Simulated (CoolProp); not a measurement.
A simple Rankine cycle with R245ca: condensing at 289.15 K, boiler at 0.278 MPa, turbine inlet 332.7 K, turbine efficiency 0.8, pump efficiency 0.6, no recuperator. Each further row changes one setting.

The numbers come from the reference Helmholtz-energy equation of state, Zhou 2016 in CoolProp.

```tsv
case	thermal efficiency (%)	net work (kJ/kg)	heat in (kJ/kg)	turbine exit temperature (K)	volume ratio over the turbine
as stated	8.3	20.4	245	306.5	[?]
turbine inlet 352.7 K	8.3	22.0	266	326.6	[?]
condensing temperature 281.15 K	9.9	25.4	[?]	300.5	5.39
boiler pressure 0.195 MPa	6.3	15.6	[?]	313.6	[?]
turbine efficiency 0.7	[?]	17.8	245	309.3	[?]
```

### Question
Fill in the missing entries.

### Answer

- as stated, volume ratio over the turbine: 3.87
- turbine inlet 352.7 K, volume ratio over the turbine: 3.85
- condensing temperature 281.15 K, heat in (kJ/kg): 256
- boiler pressure 0.195 MPa, heat in (kJ/kg): 247
- boiler pressure 0.195 MPa, volume ratio over the turbine: 2.71
- turbine efficiency 0.7, thermal efficiency (%): 7.3
- turbine efficiency 0.7, volume ratio over the turbine: 3.91
